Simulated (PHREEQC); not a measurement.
# Hard or scaling water: an equilibrium model

Dissolve 2.3 mmol/kgw SrCl2, 0.074 mmol/kgw NaF and 0.7 mmol/kgw H4SiO4 at 25 °C. Closed to the air; pH follows from the charge balance.

Computed with PHREEQC (ion-association model, wateq4f.dat).

Each row changes one thing in this solution. This is a speciation only: nothing precipitates in the calculation.

```tsv
case	pH	SI of Halite (NaCl)
as made	6.49	-8.13
SrCl2 replaced by MgCl2 at the same molality	…	-8.13
diluted 10-fold with water	…	…
H4SiO4 left out	…	-8.13
NaF replaced by Na2SO4 at the same molality	6.47	-7.83
```

Complete the blanks.


- SrCl2 replaced by MgCl2 at the same molality, pH: 6.48
- diluted 10-fold with water, pH: 6.85
- diluted 10-fold with water, SI of Halite (NaCl): -10.08
- H4SiO4 left out, pH: 7.01

Some of these states are supersaturated (in Quartz (slow to form), Chalcedony (slow to form), for instance). SiF6-2 is the database's only silicon fluoride.
